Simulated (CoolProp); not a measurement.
The fluid at 449.07 K and 2.1 MPa flows at 0.25 m/s in a round tube of 25 mm bore and 15 µm roughness, fully developed (64/Re and Nu = 3.66 if laminar; Colebrook and Gnielinski if turbulent). The same conditions are run with several fluids, on thermodynamics alone (safety and materials aside).

Computed with CoolProp (reference Helmholtz-energy equation of state of each fluid (c-C4F8 (RC318): Platzer 1990; R152A: Outcalt 1996; carbon dioxide: Span 1996; isobutane: Bücker 2006; R125: Lemmon 2005)). The equations of Platzer and Polt are older, rougher fits.

```json
[
 {"fluid": "c-C4F8 (RC318)", "Reynolds number": "43100", "Darcy friction factor": "0.0234", "pressure drop (Pa/m)": "(withheld)", "heat-transfer coefficient (W/(m² K))": "(withheld)", "mass flow (kg/h)": "59.2"},
 {"fluid": "R152A", "Reynolds number": "15400", "Darcy friction factor": "(withheld)", "pressure drop (Pa/m)": "1.49", "heat-transfer coefficient (W/(m² K))": "57.0", "mass flow (kg/h)": "18.3"},
 {"fluid": "carbon dioxide", "Reynolds number": "7180", "Darcy friction factor": "0.0346", "pressure drop (Pa/m)": "1.10", "heat-transfer coefficient (W/(m² K))": "27.9", "mass flow (kg/h)": "(withheld)"},
 {"fluid": "isobutane", "Reynolds number": "20500", "Darcy friction factor": "0.0270", "pressure drop (Pa/m)": "1.31", "heat-transfer coefficient (W/(m² K))": "(withheld)", "mass flow (kg/h)": "17.1"},
 {"fluid": "R125", "Reynolds number": "23000", "Darcy friction factor": "(withheld)", "pressure drop (Pa/m)": "2.40", "heat-transfer coefficient (W/(m² K))": "68.3", "mass flow (kg/h)": "32.1"}
]
```

### Question
What belongs in the gaps?

### Answer

- c-C4F8 (RC318), pressure drop (Pa/m): 3.93
- c-C4F8 (RC318), heat-transfer coefficient (W/(m² K)): 111
- R152A, Darcy friction factor: 0.0287
- carbon dioxide, mass flow (kg/h): 11.2
- isobutane, heat-transfer coefficient (W/(m² K)): 89.0
- R125, Darcy friction factor: 0.0264

Transport values come from each fluid's own correlations; those of c-C4F8 (RC318), R152A are estimates that may be off by 10 % or more.
